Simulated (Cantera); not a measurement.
Counterflow diffusion flame

A counterflow diffusion flame at 690 Torr, nozzles 20 mm apart: fuel side 55.6 % CH₄, 18.9 % C₂H₆, 25.6 % C₃H₈ at 400 K, oxidiser side 18.0 % O₂, 82.0 % N₂ at 775 K, fuel mass flux 1.3 times the oxidiser's; mixture-averaged transport, no radiation.

Model: GRI-Mech 3.0 (53 species, 325 reactions), integrated in Cantera. GRI-Mech 3.0 was tuned for natural gas; its chemistry of propane as a main component is partial and can be far from experiment. GRI-Mech 3.0 has no aromatics or soot, which form on the fuel side of real flames. The maximum strain rate includes the flame's own expansion and is several times the mean.

```
oxidiser flux (kg/m²/s)  max strain (1/s)  mean strain (1/s)  T max (K)  peak x OH  peak x H  peak x NO  peak x CO  peak x C₂H₂
-----------------------  ----------------  -----------------  ---------  ---------  --------  ---------  ---------  -----------
0.23                                  240               48.9       2084    0.00749   0.00462   0.000266     0.0538       0.0279
0.34                                  347               72.3       2062    0.00742   0.00492   0.000239     0.0534       0.0261
0.5                                   500                106       2043    0.00736   0.00523   0.000212     0.0535       0.0244
0.74                                  722                157       2020    0.00721   0.00551   0.000180     0.0538       0.0226
1.1                                  1040                234       1993    0.00692   0.00568   0.000143     0.0543       0.0203
1.6                                  1480                340       1962    0.00650   0.00571   0.000107     0.0552       0.0178
2.4                                  2150                511       1920    0.00584   0.00548    6.71e-5     0.0566       0.0144
3.6                                  3110                766       1853    0.00474   0.00467    2.97e-5     0.0582      0.00964
```
x: mole fraction; the columns are a selection and need not sum to one.
